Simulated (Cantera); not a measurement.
Charge: 1 mol SiHCl₃, 0.16 mol CH₄, 380 mol H₂, equilibrated at 9.80 mbar.

These are equilibrium values from Cantera (NASA tables, ideal gas, pure condensed phases), not measurements of a reactor. Candidate condensed phases: C, C₆H₆, C₇H₈, C₈H₁₈, Si, SiC; 109 gas species. Mutual solubility and eutectic melting of coexisting phases are not modelled. The tables' values for SiCl, SiCl₃ are old estimates; treat these amounts as uncertain. Gases not in the tables: Si₂H₆ and higher silanes. The numbers say what is thermodynamically allowed, not how fast it happens.

log p: log10 of the partial pressure in bar; n: condensed amount in mol.

```tsv
T (K)	log p H₂	log p H	log p HCl	log p Si	log p Cl	log p SiCl₄	n Si(s)	n SiC(s)	n Si(l)
950	-2.01	-10.26	-4.25	<-14	-12.52	-5.53	0.600	0.160	0
1100	-2.01	-8.59	-4.13	-13.63	-10.76	-7.17	0.784	0.160	0
1250	-2.01	-7.32	-4.13	-11.08	-9.51	-8.76	0.784	0.160	0
1400	-2.01	-6.32	-4.13	-9.08	-8.52	-10.02	0.775	0.160	0
1550	-2.01	-5.51	-4.14	-7.48	-7.73	-11.03	0.765	0.160	0
1700	-2.01	-4.84	-4.14	-6.17	-7.07	-11.87	0	0.160	0.724
1850	-2.01	[?]	-4.14	[?]	[?]	[?]	0	0.156	[?]
2000	-2.02	-3.80	-4.13	-4.74	-6.04	-13.71	0	0.129	0
2150	-2.03	[?]	-4.14	-4.65	[?]	<-14	0	0	0
2300	-2.06	-3.04	-4.17	-4.64	-5.30	<-14	0	0	0
```

### Question
What belongs in the gaps?

### Answer

- 2150, log p H: -3.39
- 2150, log p Cl: -5.64
- 1850, log p H: -4.28
- 1850, log p Si: -5.19
- 1850, log p Cl: -6.52
- 1850, log p SiCl₄: -12.67
- 1850, n Si(l): 0.465
